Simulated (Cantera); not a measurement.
Feed: 1 mol PbO, a varied amount of CO, held at 1 atm.

Equilibrium computed with Cantera from the NASA thermochemical tables; the gas is ideal and each condensed phase is pure. Candidate condensed phases: C, Pb, PbO, PbO2, Pb3O4; 15 gas species. Each liquid is taken as pure. Mutual solubility and eutectic melting of coexisting phases are not modelled. Equilibrium is a limit: real reactors are often held back by kinetics, nucleation or transport.

Question: What condenses at these points (T in °C, n(CO) in mol): (1375, 0.92); (1575, 0.92); (1075, 2.3); (1875, 1.9); (2075, 1.3); (1975, 2.7)?

Answer: 
```csv
T (°C),n(CO) in mol,condensed phases,Pb condensed (%)
1375,0.92,Pb + PbO,85.5
1575,0.92,Pb,27.6
1075,2.3,Pb,98.9
1875,1.9,gas only,0.0
2075,1.3,gas only,0.0
1975,2.7,gas only,0.0
```
